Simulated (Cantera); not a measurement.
Input (Python, Cantera) and output of one run.

```python
import numpy as np
import cantera as ct

gas_names = """
    AL ALCL ALCL2 ALCL3 ALH ALN AL2 AL2CL6 CL CL2 H HCL H2 N NH NH2 NH3 N2 N2H2 N2H4
""".split()
cond_names = """
    AL(cr) AL(L) ALCL3(s) ALCL3(L) ALN(s) NH4CL(a) NH4CL(b)
""".split()


# ... load() reads the species with a 1 bar reference pressure and builds the phases ...
atoms = {
    'AlN': {'AL': 1, 'N': 1},
    'HCl': {'H': 1, 'CL': 1},
}
top_T = {'ALN(s)': 2750}  # K; cautious upper limits of use, not melting points


# ... equilibrate(T, P, feed) seeds the gas with the atoms and calls Mixture.equilibrate('TP', solver="vcs", rtol=1e-11, max_steps=5000) ...
results = []
T = 750  # K
P = 65000  # Pa
for m in [7.6, 21, 34, 47, 60, 73, 86, 99]:
    feed = {'AlN': 1, 'HCl': m}  # mol
    mix = equilibrate(T, P, feed)
    results.append((T, P, feed, dict(zip(mix.species_names, mix.species_moles))))

top = {s: max(r[3][s] / sum(r[3][g] for g in gas_names) for r in results) for s in gas_names}
cols = sorted((s for s in top if top[s] > 0.001), key=lambda s: -top[s])[:8]
seen = [c for c in cond_names if any(r[3].get(c, 0) > 1e-12 for r in results)]
print("log10 of partial pressures in bar; condensed amounts in mol")
print(f"{'n(HCl)':>10s}" + "".join(f"{s[:9]:>10s}" for s in cols + seen))
for T, P, feed, n in results:
    ng = sum(n[g] for g in gas_names)
    print(f"{feed['HCl']:10.4g}" + "".join(f"{np.log10(max(n[s] / ng * P / 1e5, 1e-99)):10.3f}" for s in cols)
          + "".join(f"{n.get(c, 0):10.4g}" for c in seen))
```

Result:

```
log10 of partial pressures in bar; condensed amounts in mol
    n(HCl)       HCL        H2     ALCL3        N2    AL2CL6
       7.6    -0.391    -0.878    -1.350    -1.355    -1.660
        21    -0.251    -1.330    -1.672    -1.807    -2.304
        34    -0.226    -1.541    -1.837    -2.018    -2.634
        47    -0.215    -1.682    -1.953    -2.159    -2.866
        60    -0.209    -1.789    -2.043    -2.266    -3.046
        73    -0.205    -1.874    -2.117    -2.351    -3.194
        86    -0.202    -1.945    -2.180    -2.422    -3.319
        99    -0.200    -2.006    -2.235    -2.484    -3.429
```

Method: chemical equilibrium by Gibbs-energy minimisation in Cantera with the NASA 1993 tables (ideal gas, pure condensed phases).
